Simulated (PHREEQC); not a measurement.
Arsenic or selenium liquor: an equilibrium model

A solution holds 0.027 mol Na2SeO3, 0.0057 mol H2SO4 and 0.00016 mol NaCl per kg of water, at 20 °C. It is in equilibrium with CO2 at log p = 0 (atm). Otherwise closed; pH follows from the charge balance.

All values are PHREEQC results (ion-association model, wateq4f.dat), not measurements.

This is a speciation only: nothing precipitates in the calculation.

Task: What pH does the model give?

Result: pH 5.89.

Task: In which forms is S present?

Result: SO4-2 90 %, NaSO4- 10 % of the S.

Species that the database lacks are ignored.
